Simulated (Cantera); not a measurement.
Mixture: H2 : O2 : N2 = 1 : 0.385 : 1.45 (molar parts), at 3750 Torr, adiabatic and at constant pressure. Ignition delay is the time to a rise of 400 K.

Cantera simulation using GRI-Mech 3.0 (53 species, 325 reactions); the numbers are that mechanism's predictions, not measurements. The hydrogen kinetics of GRI-Mech 3.0 are dated; newer H2 mechanisms differ, most at raised pressure.

### Question
What does this change do: O2 0.385 to 0.22 parts?

### Answer
| quantity | before | after |
|---|---|---|
| delay at 1025 K | 4.96 ms | 5.03 ms |
| delay at 1125 K | 0.158 ms | 0.185 ms |
| delay at 1225 K | 12.3 µs | 18.5 µs |
| delay at 1325 K | 5.92 µs | 8.98 µs |
| delay at 1425 K | 3.72 µs | 5.72 µs |
| delay at 1525 K | 2.64 µs | 4.16 µs |
| delay at 1625 K | 2.04 µs | 3.33 µs |
